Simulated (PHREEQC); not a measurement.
30 mol of Arcanite (K2SO4) is brought to equilibrium with 1 kg of water, at 20 °C and several pressures. No CO2 enters from the air. Solids allowed: Arcanite, Misenite. Others were left out.

Base run: PHREEQC, Pitzer model, pitzer.dat. Each further column changes one thing. The table gives dissolved K (mol/kgw).

| P (atm) | base | temperature from 20 to 10 °C | temperature from 20 to 80 °C |
|---|---|---|---|
| 1 | 1.18 | 0.986 | 2.20 |
| 50 | 1.20 | 1.01 | 2.22 |
| 100 | 1.22 | 1.04 | 2.25 |
| 200 | 1.26 | 1.08 | 2.29 |
| 300 | 1.29 | 1.10 | 2.33 |
| 400 | 1.31 | 1.12 | 2.38 |
| 500 | 1.33 | 1.12 | 2.42 |
| 600 | 1.33 | 1.12 | 2.47 |
| 800 | 1.33 | 1.09 | 2.56 |
| 1000 | 1.30 | 1.04 | 2.66 |

 Constants without temperature data keep their 25 °C values here.
